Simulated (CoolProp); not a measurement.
Vapour-liquid equilibrium of R152A (1) + isobutane (2) at 216 K; x and y are mole fractions of (1).

Computed with CoolProp (multi-fluid Helmholtz-energy mixture model, Outcalt 1996 and Bücker 2006; pair parameters Bell 2016).

```csv
x,bubble pressure (MPa),y at the bubble point,dew pressure at overall composition x (MPa),liquid density (mol/L)
0.05,0.01490,0.291,0.01157,11.20
0.125,0.01885,0.472,0.01244,11.46
0.2,0.02125,0.555,0.01345,(withheld)
0.275,0.02262,0.599,0.01463,12.02
0.35,0.02333,0.623,0.01601,12.33
0.425,0.02365,0.636,0.01766,12.66
0.5,0.02377,0.642,0.01961,13.02
0.575,0.02381,0.646,0.02187,13.41
0.65,0.02382,0.649,0.02382,13.83
0.725,0.02379,(withheld),0.02272,14.28
0.8,0.02360,0.673,0.02130,14.78
0.875,(withheld),0.716,0.01995,15.31
0.95,0.02086,0.824,0.01870,15.90
```

### Question
What belongs in the gaps?

### Answer

- 0.2, liquid density (mol/L): 11.73
- 0.725, y at the bubble point: 0.656
- 0.875, bubble pressure (MPa): 0.02289

y crosses x between x = 0.575 and 0.65: the model has an azeotrope there.

Pair parameters are fitted to limited data, so mixtures are less certain than the pure fluids. With so large a gap from Raoult's law the liquid may split in two, which this calculation doesn't test in full.
